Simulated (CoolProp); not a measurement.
Vapour-liquid equilibrium of R1234yf (1) + R134a (2) at 193.6 K; x and y are mole fractions of (1).

Values from CoolProp's multi-fluid Helmholtz-energy mixture model, Lemmon 2022 and Tillner-Roth 1994; pair parameters Bell 2022.

**Question.** Give the bubble pressure and the first vapour's composition at x = 0.125, 0.35, 0.65. Is there an azeotrope?

**Answer.** x = 0.125: 0.004328 MPa, y = 0.224; x = 0.35: 0.004953 MPa, y = 0.472; x = 0.65: 0.005431 MPa, y = 0.706. No azeotrope shows between x = 0.05 and 0.95.

Pair parameters are fitted to limited data, so mixtures are less certain than the pure fluids.
